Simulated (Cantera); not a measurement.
Input (Python, Cantera) and output of one run.

```python
import numpy as np
import cantera as ct

gas_names = """
    Electron F F+ F- FO FO2 F2 F2O H H+ H- HF HOF HO2 H2 H2+ H2- H2F2 H2O H2O+ H2O2 H3F3 H3O+ H4F4 H5F5
    H6F6 H7F7 O O+ O- OH OH+ OH- O2 O2+ O2- O3
""".split()
cond_names = """
    H2O(s) H2O(L)
""".split()


# ... load() reads the species with a 1 bar reference pressure and builds the phases ...
atoms = {
    'HF': {'H': 1, 'F': 1},
    'O2': {'O': 2},
}
top_T = {}  # K; cautious upper limits of use, not melting points


# ... equilibrate(T, P, feed) seeds the gas with the atoms and calls Mixture.equilibrate('TP', solver="vcs", rtol=1e-11, max_steps=5000) ...
results = []
feed = {'HF': 1, 'O2': 1.3}  # mol
P = 13332.2  # Pa
for T in [3000, 3250, 3500, 3750, 4000, 4250, 4500, 4750, 5000]:
    mix = equilibrate(T, P, feed)
    results.append((T, P, feed, dict(zip(mix.species_names, mix.species_moles))))
    x = sorted(zip(gas.X, gas.species_names), reverse=True)
    print(f"T = {T:g} K  P = {P:g} Pa  gas = {mix.phase_moles(0):.4g} mol")
    print("   x: " + "  ".join(f"{s} {v:.3e}" for v, s in x if v > 0.0001))
    print("   condensed (mol): " + ("  ".join(f"{mix.phase(i).name} {mix.phase_moles(i):.4g}"
          for i in range(1, mix.n_phases) if mix.phase_moles(i) > 1e-12) or "none"))
```

It prints:

```
T = 3000 K  P = 13332.2 Pa  gas = 2.611 mol
   x: O2 3.902e-01  HF 3.461e-01  O 1.937e-01  F 3.689e-02  OH 1.836e-02  H 1.086e-02  H2O 3.209e-03  H2 6.305e-04
   condensed (mol): none
T = 3250 K  P = 13332.2 Pa  gas = 2.946 mol
   x: O 3.458e-01  HF 2.763e-01  O2 2.552e-01  F 6.320e-02  H 3.179e-02  OH 2.385e-02  H2O 2.474e-03  H2 1.307e-03
   condensed (mol): none
T = 3500 K  P = 13332.2 Pa  gas = 3.408 mol
   x: O 4.833e-01  HF 1.951e-01  O2 1.281e-01  F 9.836e-02  H 6.990e-02  OH 2.216e-02  H2 1.868e-03  H2O 1.286e-03
   condensed (mol): none
T = 3750 K  P = 13332.2 Pa  gas = 3.868 mol
   x: O 5.531e-01  F 1.391e-01  HF 1.194e-01  H 1.191e-01  O2 5.164e-02  OH 1.530e-02  H2 1.883e-03  H2O 4.621e-04
   condensed (mol): none
T = 4000 K  P = 13332.2 Pa  gas = 4.213 mol
   x: O 5.693e-01  F 1.753e-01  H 1.635e-01  HF 6.210e-02  O2 1.951e-02  OH 8.696e-03  H2 1.403e-03  H2O 1.277e-04
   condensed (mol): none
T = 4250 K  P = 13332.2 Pa  gas = 4.416 mol
   x: O 5.686e-01  F 1.980e-01  H 1.917e-01  HF 2.844e-02  O2 7.827e-03  OH 4.550e-03  H2 8.498e-04
   condensed (mol): none
T = 4500 K  P = 13332.2 Pa  gas = 4.515 mol
   x: O 5.666e-01  F 2.090e-01  H 2.056e-01  HF 1.251e-02  O2 3.459e-03  OH 2.374e-03  H2 4.716e-04
   condensed (mol): none
T = 4750 K  P = 13332.2 Pa  gas = 4.56 mol
   x: O 5.656e-01  F 2.137e-01  H 2.119e-01  HF 5.645e-03  O2 1.670e-03  OH 1.284e-03  H2 2.605e-04
   condensed (mol): none
T = 5000 K  P = 13332.2 Pa  gas = 4.58 mol
   x: O 5.652e-01  F 2.157e-01  H 2.146e-01  HF 2.690e-03  O2 8.686e-04  OH 7.284e-04  H2 1.485e-04
   condensed (mol): none
```

Equilibrium computed with Cantera from the NASA thermochemical tables; the gas is ideal and each condensed phase is pure.
